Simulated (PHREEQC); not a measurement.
Make-up at 3.5 °C: 0.026 mol/kgw HF, 0.00021 mol/kgw NH4HF2, 0.036 mol/kgw (NH4)2SiF6 and 0.032 mol/kgw HCl. Closed to the air; pH follows from the charge balance.

All values are PHREEQC results (ion-association model, phreeqc.dat), not measurements.

**Question.** The ionic strength comes out as 0.141 mol/kgw. What activity coefficients do HF2-, Cl-, NH4+, H+, SiF6-2 get?

**Answer.** HF2- 0.77, Cl- 0.75, NH4+ 0.72, H+ 0.82, SiF6-2 0.35.

No solid was allowed to form. Complexes and solids missing from the database can't appear. Constants without temperature data keep their 25 °C values here. SiF6-2 is the database's only silicon fluoride.
